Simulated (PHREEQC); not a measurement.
Consider water at 85 °C with 0.0021 mol KCl, 5.3e-05 mol BaCl2 and 0.000105 mol KBr per kg of water. It is in equilibrium with CO2 at log p = -3.4 (atm). Otherwise closed; pH follows from the charge balance.

All values are PHREEQC results (ion-association model, phreeqc.dat), not measurements.

Problem. The ionic strength comes out as 0.00237 mol/kgw. What activity coefficients do K+, Cl-, Br-, Ba+2, H+ get?

Solution. K+ 0.94, Cl- 0.94, Br- 0.94, Ba+2 0.79, H+ 0.95.

Precipitation was switched off in this run. Species that the database lacks are ignored. At this temperature some constants are extrapolated from 25 °C, and those without enthalpy data are left unchanged.
